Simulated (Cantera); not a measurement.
A closed system holds: 1 mol Si, 3.6 mol SF6, 0.13 mol N2, held at 1173 K and 13.3 mbar.

These are equilibrium values from Cantera (NASA tables, ideal gas, pure condensed phases), not measurements of a reactor. Candidate condensed phases: S, Si, Si3N4; 29 gas species. The tables' values for SF3, SF5 are old estimates; treat these amounts as uncertain. The numbers say what is thermodynamically allowed, not how fast it happens.

Base state: SF4 0.419, SF6 0.339, SiF4 0.211, N2 0.0275, SF3 0.00185, F 0.000627, SF2 0.000274, SF5 0.000256 (mole fractions); condensed: gas only.

Question: What changes in the equilibrium state with this change: temperature from 1173 K to 1375 K?

Answer: 
```tsv
species	before	after
SF4	0.419	0.422
SF6	0.339	0.288
SiF4	0.211	0.198
F	0.000627	0.0612
N2	0.0275	0.0258
F2	2.91e-8	2.27e-5
SF5	0.000256	0.000848
SF3	0.00185	0.00317
SF2	0.000274	0.000349
```
